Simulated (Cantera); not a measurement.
Feed: 1 mol B, 4.8 mol H₂, 7.7 mol O₂, equilibrated at 52000 Pa.

Equilibrium computed with Cantera from the NASA thermochemical tables; the gas is ideal and each condensed phase is pure. Candidate condensed phases: B, B₂O₃, B₃O₃H₃, H₂O; 23 gas species. Kinetics and transport are ignored.

At 1800 °C, list the 4 most abundant gas species with their mole fractions, and the condensed phases.

O₂ 0.457, H₂O 0.434, HBO₂ 0.0941, OH 0.00861. Condensed: gas only.
